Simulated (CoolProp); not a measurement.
Vapour pressure (MPa) of R113: the reference equation beside estimates from Tc = 214.1 °C, pc = 3.392 MPa, ω = 0.253.

Model: reference Helmholtz-energy equation of state, Marx 1992, in CoolProp.

```
T (°C)  reference  Lee-Kesler  Peng-Robinson
------  ---------  ----------  -------------
113.45     0.5918      0.5941            ___
121.85     0.7076      0.7101         0.7051
130.25     0.8393      0.8419            ___
138.75     0.9904      0.9928         0.9891
147.15      1.159       1.161          1.159
155.55        ___       1.349          1.349
164.05      1.560         ___            ___
172.45      1.794       1.795          1.801
180.85        ___         ___          2.064
189.35      2.346       2.348            ___
```

### Question
What belongs in the gaps?

### Answer

- 113.45, Peng-Robinson: 0.5892
- 130.25, Peng-Robinson: 0.8372
- 155.55, reference: 1.347
- 164.05, Lee-Kesler: 1.561
- 164.05, Peng-Robinson: 1.564
- 180.85, reference: 2.054
- 180.85, Lee-Kesler: 2.055
- 189.35, Peng-Robinson: 2.358

Absolute difference from the reference over all 10 rows, mean and median: Lee-Kesler 0.2 and 0.2 %, Peng-Robinson 0.3 and 0.3 %.
